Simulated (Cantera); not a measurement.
Charge: 1 mol Pb, 1.8 mol CO2, 4.4 mol CO, held at 670 Pa.

Cantera equilibrium calculation (NASA polynomials, part measured and part estimated; ideal gas, pure solids and liquids). Candidate condensed phases: C, Pb, PbO, PbO2, Pb3O4; 15 gas species. Kinetics and transport are ignored.

Q: Which condensed phases are stable at each of these points (T (K)): 1073, 1148, 1223, 1298, 1373, 1448, 1523?

A: 
```csv
T (K),condensed phases,Pb condensed (%)
1073,Pb(l),93.2
1148,Pb(l),72.9
1223,Pb(l),2.9
1298,gas only,0.0
1373,gas only,0.0
1448,gas only,0.0
1523,gas only,0.0
```

From 1073 K to 1223 K the condensed part is Pb(l). From 1298 K to 1523 K nothing is condensed.
